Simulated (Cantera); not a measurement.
## Ta(OEt)5 + O2 + H2 (tantalum, niobium, vanadium and zirconium in process gases)

Feed: 1 mol Ta(OEt)5, 0.19 mol O2, 1.8 mol H2, at 950 °C.

Cantera equilibrium calculation (NASA polynomials, part measured and part estimated; ideal gas, pure solids and liquids). Candidate condensed phases: C, C6H6, C7H8, C8H18, H2O, Ta, TaC, Ta2O5; 113 gas species. The feed counts by its element totals alone. TaC: taken at fixed stoichiometry. Condensed phases not in the tables: Ta2C. The numbers say what is thermodynamically allowed, not how fast it happens.

```tsv
P (Pa)	x H2	x CO	x CH4	x H2O	x CO2	x H	n C(graphite)	n TaC(s)	n Ta2O5(s)
0.100	0.726	0.273	7.03e-9	3.99e-9	1.03e-9	0.000256	3.62	1.00	0
1	0.727	0.273	7.03e-8	3.99e-8	1.03e-8	8.10e-5	3.62	1.00	0
10	0.727	0.273	7.03e-7	3.99e-7	1.03e-7	2.56e-5	3.62	1.00	0
100	0.727	0.273	7.03e-6	3.99e-6	1.03e-6	8.10e-6	3.62	1.00	0
1000	0.727	0.273	7.03e-5	3.99e-5	1.03e-5	2.56e-6	3.62	1.00	0
10000	0.726	0.273	0.000702	0.000398	0.000103	8.10e-7	3.62	1.00	0
100000	0.822	0.166	0.00900	0.00274	0.000380	2.73e-7	7.02	0	0.500
1000000	0.745	0.155	0.0739	0.0232	0.00329	8.21e-8	6.38	0	0.500
```
x: gas mole fraction; n: condensed amount in mol.

From 0.100 Pa to 0.100 bar the condensed part is C(graphite) + TaC(s). From 1.00 bar to 10.0 bar the condensed part is C(graphite) + Ta2O5(s).
